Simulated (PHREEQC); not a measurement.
Solution (20 °C): 0.021 mol/kgw CuCl2, 0.019 mol/kgw H2SO4 and 0.11 mol/kgw Na2SO4. Closed to the air; pH follows from the charge balance.

Equilibrium calculation in PHREEQC: ion-association model, wateq4f.dat.

Each row changes one thing in this solution. This is a speciation only: nothing precipitates in the calculation.

| case | pH | ionic strength (mol/kgw) | SO4-2 (mol/kgw) | HSO4- (mol/kgw) |
|---|---|---|---|---|
| as made | 1.98 | 0.323 | 0.0758 | 0.0246 |
| CuCl2 from 0.021 to 0.0021 mol/kgw | 2.01 | 0.297 | 0.0821 | 0.0255 |
| CuCl2 from 0.021 to 0.042 mol/kgw | 1.95 | (withheld) | 0.0701 | 0.0236 |
| CuCl2 left out | 2.01 | (withheld) | 0.0829 | 0.0256 |
| CuCl2 from 0.021 to 0.0315 mol/kgw | (withheld) | 0.339 | 0.0728 | 0.0241 |
| Na2SO4 left out | (withheld) | 0.0877 | 0.00727 | (withheld) |

### Question
Complete the blanks.

### Answer

- CuCl2 from 0.021 to 0.042 mol/kgw, ionic strength (mol/kgw): 0.356
- CuCl2 left out, ionic strength (mol/kgw): 0.295
- CuCl2 from 0.021 to 0.0315 mol/kgw, pH: 1.96
- Na2SO4 left out, pH: 1.60
- Na2SO4 left out, HSO4- (mol/kgw): 0.00792

Species that the database lacks are ignored.
